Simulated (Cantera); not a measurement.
An isothermal, constant-pressure homogeneous reactor starts with NO : N2 = 1 : 1.5 (molar parts), at 1800 K and 48.8 Torr.

Cantera simulation using GRI-Mech 3.0 (53 species, 325 reactions); the numbers are that mechanism's predictions, not measurements.

Problem. Predict: x(NO) at 10.0 s; x(O2) at 10.0 s; x(N2O) at 10.0 s; x(NO2) at 10.0 s; x(O) at 10.0 s; x(N2) at 10.0 s.

Solution. 
| Property | Result |
|---|---|
| x(NO) at 10.0 s | 0.343 (gas-phase equilibrium 0.00408) |
| x(O2) at 10.0 s | 0.0284 (gas-phase equilibrium 0.198) |
| x(N2O) at 10.0 s | 4.31e-5 (gas-phase equilibrium 6.01e-8) |
| x(NO2) at 10.0 s | 8.14e-5 (gas-phase equilibrium 2.53e-6) |
| x(O) at 10.0 s | 9.08e-5 (gas-phase equilibrium 0.000214) |
| x(N2) at 10.0 s | 0.629 (gas-phase equilibrium 0.798) |
